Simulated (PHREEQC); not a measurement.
Consider water at 95 °C with 0.0077 mol HF, 0.0066 mol NH4HF2 and 7.9e-05 mol H2SiF6 per kg of water. Closed to the air; pH follows from the charge balance.

All values are PHREEQC results (ion-association model, phreeqc.dat), not measurements.

Each row changes one thing in this solution. No solid was allowed to form.

```
case                                      pH  ionic strength (mol/kgw)  HF (mol/kgw)  F- (mol/kgw)  HF2- (mol/kgw)  H4SiO4 (mol/kgw)  SI of Quartz (SiO2)
--------------------------------------  ----  ------------------------  ------------  ------------  --------------  ----------------  -------------------
as made                                 3.42                   0.00709        0.0137       0.00651        0.000361           6.79e-6                -2.02
HF from 0.0077 to 0.00385 mol/kgw       3.55                   0.00697        0.0101       0.00652        0.000267           1.90e-5                -1.57
diluted 10-fold with water              3.63                  0.000902       0.00123      0.000897         4.46e-6           7.90e-6                -1.96
H2SiF6 from 7.9e-05 to 0.00079 mol/kgw  3.29                   0.00789        0.0152           [?]             [?]           6.46e-5                -1.04
diluted 100-fold with water              [?]                  0.000145       6.84e-5      0.000145         4.02e-8           7.90e-7                -2.96
```

### Question
Fill in the missing entries.

### Answer

- H2SiF6 from 7.9e-05 to 0.00079 mol/kgw, F- (mol/kgw): 0.00539
- H2SiF6 from 7.9e-05 to 0.00079 mol/kgw, HF2- (mol/kgw): 0.000332
- diluted 100-fold with water, pH: 4.11

Constants without temperature data keep their 25 °C values here. SiF6-2 is the database's only silicon fluoride.
